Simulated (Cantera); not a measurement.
Cantera run:

```python
import numpy as np
import cantera as ct

gas_names = """
    CL CL2 H HCL H2 Si SiCL SiCL2 SiCL3 SiCL4 SiH SiHCL3 SiH2 SiH2CL2 SiH3 SiH3CL SiH4 Si2 Si3
""".split()
cond_names = """
    Si(cr) Si(L)
""".split()


# ... load() reads the species with a 1 bar reference pressure and builds the phases ...
atoms = {
    'SiHCl3': {'Si': 1, 'H': 1, 'CL': 3},
    'H2': {'H': 2},
}
top_T = {}  # K; cautious upper limits of use, not melting points


# ... equilibrate(T, P, feed) seeds the gas with the atoms and calls Mixture.equilibrate('TP', solver="vcs", rtol=1e-11, max_steps=5000) ...
results = []
T = 1548.15  # K
P = 14000  # Pa
for m in [7.7, 20, 32, 45, 57, 69, 82, 94, 110, 120, 130, 140, 160]:
    feed = {'SiHCl3': 1, 'H2': m}  # mol
    mix = equilibrate(T, P, feed)
    results.append((T, P, feed, dict(zip(mix.species_names, mix.species_moles))))

top = {s: max(r[3][s] / sum(r[3][g] for g in gas_names) for r in results) for s in gas_names}
cols = sorted((s for s in top if top[s] > 1e-05), key=lambda s: -top[s])[:6]
seen = [c for c in cond_names if any(r[3].get(c, 0) > 1e-12 for r in results)]
print("log10 of partial pressures in bar; condensed amounts in mol")
print(f"{'n(H2)':>10s}" + "".join(f"{s[:9]:>10s}" for s in cols + seen))
for T, P, feed, n in results:
    ng = sum(n[g] for g in gas_names)
    print(f"{feed['H2']:10.4g}" + "".join(f"{np.log10(max(n[s] / ng * P / 1e5, 1e-99)):10.3f}" for s in cols)
          + "".join(f"{n.get(c, 0):10.4g}" for c in seen))
```

Result:

```
log10 of partial pressures in bar; condensed amounts in mol
     n(H2)        H2       HCL     SiCL2     SiCL3     SiCL4    SiHCL3    Si(cr)
       7.7    -0.959    -1.737    -1.993    -2.985    -3.529    -3.664    0.1932
        20    -0.903    -1.945    -2.464    -3.692    -4.472    -4.343    0.4153
        32    -0.887    -2.076    -2.742    -4.108    -5.027    -4.752    0.5333
        45    -0.879    -2.181    -2.961    -4.436    -5.465    -5.076     0.615
        57    -0.874    -2.258    -3.121    -4.676    -5.785    -5.313    0.6679
        69    -0.871    -2.324    -3.254    -4.877    -6.052    -5.512    0.7076
        82    -0.868    -2.384    -3.378    -5.063    -6.300    -5.697     0.741
        94    -0.867    -2.434    -3.479    -5.213    -6.500    -5.846    0.7655
       110    -0.865    -2.491    -3.596    -5.389    -6.735    -6.021    0.7917
       120    -0.864    -2.524    -3.662    -5.488    -6.867    -6.119    0.8052
       130    -0.863    -2.554    -3.723    -5.579    -6.989    -6.211    0.8171
       140    -0.863    -2.582    -3.780    -5.665    -7.103    -6.296    0.8276
       160    -0.862    -2.634    -3.884    -5.821    -7.310    -6.451    0.8452
```

These are equilibrium values from Cantera (NASA tables, ideal gas, pure condensed phases), not measurements of a reactor. The tables' values for SiCl3 are old estimates; treat these amounts as uncertain.
